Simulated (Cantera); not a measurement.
A perfectly stirred reactor is fed with CH₄ : CO : O₂ : N₂ = 1 : 0.71 : 5.12 : 19.2 (molar parts), equivalence ratio 0.46, at 1.00 bar; it is adiabatic with a 425 K inlet, and is followed from long to short residence time, starting on the burning branch (τ in s: 0.09, 0.041, 0.018, 0.0084, 0.0038, 0.0017, 0.00078, 0.00035, 0.00016, 7.3e-05, 3.3e-05, 1.5e-05).

Model: GRI-Mech 3.0 (53 species, 325 reactions), integrated in Cantera.

x: mole fraction; the columns are a selection and need not sum to one.

```csv
τ (s),T (K),x CH₄,x CO,x O₂,x NO₂,x C₂H
0.090,1544,1.87e-5,0.000510,0.108,1.89e-8,<1e-12
0.041,1539,3.09e-5,0.000875,0.108,1.46e-8,<1e-12
0.018,1531,…,…,0.108,…,<1e-12
0.0084,1519,8.69e-5,0.00263,0.109,6.86e-9,<1e-12
0.0038,1498,0.000153,0.00463,0.110,4.67e-9,<1e-12
0.0017,1459,0.000299,0.00851,0.111,3.20e-9,<1e-12
0.00078,1364,0.000926,0.0185,0.118,1.63e-9,1.74e-12
0.00035,425,0.0384,0.0273,0.197,<1e-12,<1e-12
0.00016,425,0.0384,0.0273,0.197,<1e-12,<1e-12
7.3e-5,425,0.0384,0.0273,0.197,<1e-12,<1e-12
3.3e-5,425,0.0384,0.0273,0.197,<1e-12,<1e-12
1.5e-5,425,0.0384,0.0273,0.197,<1e-12,<1e-12
```

Q: Complete the blanks.

A: 
- 0.018, x CH₄: 5.25e-5
- 0.018, x CO: 0.00155
- 0.018, x NO₂: 1.01e-8
